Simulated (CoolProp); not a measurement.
A single-stage vapour-compression cycle with the fluid: evaporating at 269.15 K (dew point), condensing at 304.15 K (bubble point), superheat 2 K, subcooling 0 K, compressor efficiency 0.8, no pressure losses. The same conditions are run with several fluids, on thermodynamics alone (safety and materials aside).

Values from CoolProp's reference Helmholtz-energy equation of state of each fluid (n-perfluorobutane: Gao 2022; R407C: Lemmon 2003; R143a: Lemmon and Jacobsen 2000; cis-2-butene: Lemmon 2005; R141b: Lemmon 2006; R11: Jacobsen 1992). Blends and air are pseudo-pure fits.

```json
[
 {"fluid": "n-perfluorobutane", "cooling COP": "4.52", "pressure ratio": "3.45", "discharge temperature (K)": "304.1", "refrigerating effect (kJ/kg)": "60.4", "volumetric capacity (kJ/m³)": "624"},
 {"fluid": "R407C", "cooling COP": "4.25", "pressure ratio": "(withheld)", "discharge temperature (K)": "330.3", "refrigerating effect (kJ/kg)": "163", "volumetric capacity (kJ/m³)": "2770"},
 {"fluid": "R143a", "cooling COP": "4.83", "pressure ratio": "2.69", "discharge temperature (K)": "316.0", "refrigerating effect (kJ/kg)": "139", "volumetric capacity (kJ/m³)": "3290"},
 {"fluid": "cis-2-butene", "cooling COP": "5.46", "pressure ratio": "3.45", "discharge temperature (K)": "(withheld)", "refrigerating effect (kJ/kg)": "347", "volumetric capacity (kJ/m³)": "667"},
 {"fluid": "R141b", "cooling COP": "(withheld)", "pressure ratio": "(withheld)", "discharge temperature (K)": "321.3", "refrigerating effect (kJ/kg)": "(withheld)", "volumetric capacity (kJ/m³)": "247"},
 {"fluid": "R11", "cooling COP": "(withheld)", "pressure ratio": "3.86", "discharge temperature (K)": "324.0", "refrigerating effect (kJ/kg)": "162", "volumetric capacity (kJ/m³)": "338"}
]
```

Question: Fill in the missing entries.

Answer: 
- R407C, pressure ratio: 3.49
- cis-2-butene, discharge temperature (K): 319.6
- R141b, cooling COP: 5.54
- R141b, pressure ratio: 4.18
- R141b, refrigerating effect (kJ/kg): 201
- R11, cooling COP: 5.56

The compression ends wet for: n-perfluorobutane.
